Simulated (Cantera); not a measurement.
Input: 1 mol FeS₂, 0.62 mol H₂, 0.28 mol H₂O, equilibrated at 260000 Pa.

Cantera equilibrium calculation (NASA polynomials, part measured and part estimated; ideal gas, pure solids and liquids). Candidate condensed phases: Fe, FeO, Fe(OH)₂, Fe(OH)₃, FeS, FeSO₄, FeS₂, Fe₂O₃, Fe₂(SO₄)₃, Fe₃O₄, H₂O, H₂SO₄, S; 22 gas species. FeS: taken at fixed stoichiometry. Rates play no part. All values below are at 1202 °C.

Base state: H₂S 0.406, H₂O 0.236, S₂ 0.223, H₂ 0.130, SH 0.00249, SO₂ 0.00172, S₂O 0.000860, SO 0.000164 (mole fractions); condensed: FeS(l).

Question: What changes in the equilibrium state with this change: 0.006 mol CH₄ added?

Answer: 
```csv
species,before,after
H₂S,0.406,0.413
H₂O,0.236,0.227
S₂,0.223,0.216
H₂,0.130,0.134
CO,0,0.00285
CO₂,0,0.00195
"FeS(l), mol",1.00,1.00
```
Further candidate phases: C, C₆H₆, C₇H₈, C₈H₁₈, Fe(CO)₅.
